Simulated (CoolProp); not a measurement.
n-nonane along the isobar 0.837 MPa: density (kg/m³) from the reference equation and from simpler models built on Tc = 594.5 K, pc = 2.282 MPa, ω = 0.443; each cubic takes its own stable root.

Values from CoolProp's reference Helmholtz-energy equation of state, Lemmon 2006. It is a short technical equation, of lower accuracy than the large ones.

```tsv
T (K)	phase	reference	van der Waals	Redlich-Kwong	Soave-Redlich-Kwong	Peng-Robinson
391.9	liquid	638.7	352.2	513.3	545.8	616.1
411.2	liquid	621.9	343.0	497.5	531.4	600.4
430.5	liquid	604.4	333.0	480.5	515.5	583.1
449.8	liquid	586.0	321.9	461.9	498.0	563.8
469.1	liquid	566.3	309.3	441.5	478.3	542.0
488.4	liquid	545.0	33.71	418.5	455.8	516.9
507.7	liquid	521.2	31.45	33.49	429.7	487.5
546.3	gas	30.08	27.93	28.94	29.49	30.04
```

At some of these states van der Waals, Redlich-Kwong gives the other phase, because its saturation line lies elsewhere.
